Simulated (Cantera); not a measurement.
Feed: 1 mol Zr, 2.8 mol N2, equilibrated at 1550 K and 0.140 Pa.

Equilibrium computed with Cantera from the NASA thermochemical tables; the gas is ideal and each condensed phase is pure. Candidate condensed phases: Zr, ZrN; 4 gas species. ZrN: taken at fixed stoichiometry. Equilibrium is a limit: real reactors are often held back by kinetics, nucleation or transport.

Base state: N2 1.00 (mole fractions); condensed: ZrN(s).

What changes in the equilibrium state with this change: Zr replaced by Cr?


```csv
species,before,after
N2,1.00,0.737
Cr,0,0.263
"ZrN(s), mol",1.00,0
```
Further candidate phases: Cr, CrN, Cr2N.
